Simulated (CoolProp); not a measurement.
Vapour-liquid equilibrium of ethane (1) + CHF3 (R23) (2) at 229.6 K; x and y are mole fractions of (1).

Model: multi-fluid Helmholtz-energy mixture model, Bücker 2006 and Penoncello 2003; pair parameters Bell 2016, in CoolProp.

Question: Give the bubble pressure and the first vapour's composition at x = 0.275, 0.425, 0.875. Is there an azeotrope?

Answer: x = 0.275: 1.007 MPa, y = 0.452; x = 0.425: 1.037 MPa, y = 0.498; x = 0.875: 0.9116 MPa, y = 0.710. y crosses x between x = 0.5 and 0.575: the model has an azeotrope there.

The pair parameters rest on a limited set of measurements; away from them the model extrapolates. With so large a gap from Raoult's law the liquid may split in two, which this calculation doesn't test in full.
